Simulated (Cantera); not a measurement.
A Cantera script and its output.

```python
import numpy as np
import cantera as ct

gas = ct.Solution("h2o2.yaml")
gas.TPX = 1198, 270, {'H2': 0.37, 'O2': 1, 'H2O': 0.058}
inlet = ct.Reservoir(gas, clone=True)

reactor = ct.IdealGasConstPressureReactor(gas, energy="off", clone=False)
exhaust = ct.Reservoir(gas, clone=True)
tau = [0.75, 0.39, 0.2, 0.11, 0.055, 0.029, 0.015, 0.0077, 0.004, 0.0021, 0.0011][0]
for a, b in ((inlet, reactor), (reactor, exhaust)):
    ct.MassFlowController(a, b, mdot=lambda t: reactor.mass / tau)
net = ct.ReactorNet([reactor])
show = ['H2', 'O2', 'OH', 'H2O', 'H2O2', 'HO2', 'O']

rows = []
print(f"{'tau/s':>10s}{'T/K':>9s}" + "".join(f"{s:>11s}" for s in show))
for tau in [0.75, 0.39, 0.2, 0.11, 0.055, 0.029, 0.015, 0.0077, 0.004, 0.0021, 0.0011]:
    net.initial_time = 0.0
    net.advance(30 * tau)
    before = gas.X
    net.advance(40 * tau)
    drift = np.max(np.abs(gas.X - before) / (gas.X + 1e-9))
    rows.append([gas.T, *gas[show].X, drift])
    print(f"{tau:10.3e}{gas.T:9.1f}" + "".join(f"{x:11.3e}" for x in gas[show].X))
```

Output:

```
     tau/s      T/K         H2         O2         OH        H2O       H2O2        HO2          O
 7.500e-01   1198.0  6.312e-03  6.308e-01  7.503e-03  3.155e-01  1.346e-07  2.430e-06  2.258e-02
 3.900e-01   1198.0  8.823e-03  6.198e-01  8.796e-03  3.010e-01  1.253e-07  2.438e-06  3.216e-02
 2.000e-01   1198.0  1.173e-02  6.063e-01  9.997e-03  2.821e-01  1.125e-07  2.368e-06  4.358e-02
 1.100e-01   1198.0  1.432e-02  5.942e-01  1.085e-02  2.642e-01  1.015e-07  2.269e-06  5.345e-02
 5.500e-02   1198.0  1.726e-02  5.833e-01  1.156e-02  2.462e-01  9.281e-08  2.157e-06  6.199e-02
 2.900e-02   1198.0  2.045e-02  5.778e-01  1.210e-02  2.335e-01  8.995e-08  2.082e-06  6.597e-02
 1.500e-02   1198.0  2.534e-02  5.767e-01  1.268e-02  2.227e-01  9.211e-08  2.028e-06  6.614e-02
 7.700e-03   1198.0  3.376e-02  5.803e-01  1.338e-02  2.116e-01  9.919e-08  1.984e-06  6.264e-02
 4.000e-03   1198.0  4.820e-02  5.886e-01  1.407e-02  1.973e-01  1.095e-07  1.930e-06  5.599e-02
 2.100e-03   1198.0  7.250e-02  6.025e-01  1.433e-02  1.767e-01  1.178e-07  1.842e-06  4.662e-02
 1.100e-03   1198.0  1.131e-01  6.245e-01  1.322e-02  1.453e-01  1.121e-07  1.680e-06  3.431e-02
```

Model: the H2/O2 subset of GRI-Mech 3.0, which has no nitrogen chemistry, integrated in Cantera. Radical loss at walls, strong at low pressure, is not modelled. The temperature is held fixed by assumption; the heat of reaction is taken as removed at once.
